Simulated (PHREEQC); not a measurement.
## Polishing slurry liquid: an equilibrium model

Dissolve 0.015 mol/kgw NH3 and 0.00035 mol/kgw CO2 at 25 °C. Closed to the air; pH follows from the charge balance.

The numbers come from PHREEQC with the ion-association model, phreeqc.dat.

Each row changes one thing in this solution. This is a speciation only: nothing precipitates in the calculation.

```
case                                                pH  ionic strength (mol/kgw)  NH3 (mol/kgw)  NH4+ (mol/kgw)  HCO3- (mol/kgw)  CO2 (mol/kgw)
-----------------------------------------------  -----  ------------------------  -------------  --------------  ---------------  -------------
as made                                          10.47                   0.00109         0.0141        0.000872         0.000138        1.01e-8
NH3 replaced by NH4HF2 at the same molality       3.17                    0.0158        1.09e-8          0.0150          2.57e-7       0.000350
CO2 replaced by Li2CO3 at the same molality      10.74                   0.00145         0.0145        0.000487          8.96e-5        3.54e-9
CO2 from 0.00035 to 0.000315 mol/kgw             10.49                   0.00103         0.0142        0.000834         0.000121        8.45e-9
temperature from 25 to 65 °C                      9.45                  0.000843         0.0142        0.000778         0.000285        1.96e-7
NH3 replaced by (NH4)2SiF6 at the same molality   3.15                    0.0452        1.95e-8          0.0300          2.68e-7       0.000350
0.00026 mol/kgw NaHCO3 added                     10.42                   0.00160         0.0140        0.000983         0.000253        2.08e-8
diluted 2-fold with water                        10.38                  0.000619        0.00698        0.000523          7.85e-5        7.12e-9
CO2 replaced by KHCO3 at the same molality       10.60                   0.00124         0.0143        0.000657         0.000113        6.12e-9
```

Some of these states are supersaturated (in Quartz (slow to form), Chalcedony (slow to form), for instance). At this temperature some constants are extrapolated from 25 °C, and those without enthalpy data are left unchanged. SiF6-2 is the database's only silicon fluoride.
